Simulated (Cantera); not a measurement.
A closed system holds: 1 mol SiC, 0.081 mol Si, 0.034 mol H₂, 0.009 mol C, at 21.0 mbar.

Equilibrium computed with Cantera from the NASA thermochemical tables; the gas is ideal and each condensed phase is pure. Candidate condensed phases: C, C₆H₆, C₇H₈, C₈H₁₈, Si, SiC; 87 gas species. Mutual solubility and eutectic melting of coexisting phases are not modelled. Gases not in the tables: Si₂H₆ and higher silanes. The numbers say what is thermodynamically allowed, not how fast it happens.

x: gas mole fraction; n: condensed amount in mol.

```csv
T (K),x H₂,x H,x Si,x Si₂C,x SiH,x Si₂,n Si(l),n SiC(s)
1798,0.997,0.00243,0.000147,1.54e-6,2.44e-5,…,0.0720,1.01
1848,0.996,0.00365,0.000299,4.07e-6,4.31e-5,…,0.0720,1.01
1898,0.994,0.00538,0.000585,1.02e-5,7.37e-5,…,0.0720,1.01
1948,0.991,0.00776,0.00111,2.42e-5,0.000123,…,0.0720,1.01
1998,0.987,0.0110,0.00203,5.50e-5,0.000199,…,0.0719,1.01
2048,0.980,0.0153,0.00360,0.000120,0.000314,…,0.0719,1.01
2098,0.972,0.0209,0.00622,0.000253,0.000484,…,0.0717,1.01
2148,0.960,0.0282,0.0105,0.000512,0.000730,…,0.0716,1.01
2198,0.943,0.0373,0.0172,0.00100,0.00108,…,0.0713,1.01
2248,0.919,0.0486,0.0277,0.00191,0.00155,…,0.0708,1.01
2298,0.887,0.0622,0.0436,0.00352,0.00219,…,0.0701,1.01
```

Q: Fill in the missing entries.

A: 
- 1798, x Si₂: 8.82e-7
- 1848, x Si₂: 2.08e-6
- 1898, x Si₂: 4.68e-6
- 1948, x Si₂: 1.01e-5
- 1998, x Si₂: 2.09e-5
- 2048, x Si₂: 4.18e-5
- 2098, x Si₂: 8.07e-5
- 2148, x Si₂: 0.000151
- 2198, x Si₂: 0.000275
- 2248, x Si₂: 0.000486
- 2298, x Si₂: 0.000838
